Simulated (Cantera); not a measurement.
Thermodynamics of carbon deposition, reforming and gasification, feed C3H6 + O2 + H2

A closed system holds: 1 mol C3H6, 0.011 mol O2, 23 mol H2, at 702 °C.

Cantera equilibrium calculation (NASA polynomials, part measured and part estimated; ideal gas, pure solids and liquids). Candidate condensed phases: C, C6H6, C7H8, C8H18, H2O; 110 gas species. The ideal-gas law is rough above about 30 bar. Equilibrium is a limit: real reactors are often held back by kinetics, nucleation or transport.

From 10.0 Pa to 1.00 bar the condensed part is C(graphite). From 10.0 bar to 100 bar nothing is condensed. The main C-bearing gas is CO at 10.0 Pa and CH4 at 100 bar.

```tsv
P (Pa)	x H2	x CH4	x H2O	x CO	x C2H6	n C(graphite)
10	0.999	1.25e-5	5.08e-8	0.000845	<1e-12	2.98
100	0.999	0.000125	5.07e-7	0.000845	2.22e-12	2.97
1000	0.998	0.00125	5.05e-6	0.000841	2.21e-10	2.95
10000	0.987	0.0122	4.79e-5	0.000808	2.14e-8	2.66
100000	0.898	0.101	0.000326	0.000605	1.61e-6	0.593
1000000	0.869	0.130	0.000932	2.46e-5	2.76e-6	0
10000000	0.869	0.130	0.000956	2.52e-7	2.76e-6	0
```
x: gas mole fraction; n: condensed amount in mol.
